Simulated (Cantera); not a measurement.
An isothermal, constant-pressure homogeneous reactor starts with 5.56 % NH3, 94.4 % H2, at 2298 K and 0.0257 atm.

Detailed kinetics in Cantera: the gas-phase N/H chemistry of the illustrative SiF4/NH3 mechanism in the Surface Chemkin manual (1991). Walls and surfaces, which speed up NH3 decomposition in real reactors, are not modelled.

One state of this run: x NH3 = 7.43e-8; x H2 = 0.917; x NH2 = 1.47e-8; x N2 = 0.0256; x N2H4 = <1e-12; x NH = 2.02e-8; x N = 5.86e-8. x: mole fraction; the columns are a selection and need not sum to one.

Question: Which value of t (s) does it belong to?
A. 2.47
B. 6.74
C. 0.000817
D. 0.909

Answer: B, 6.74
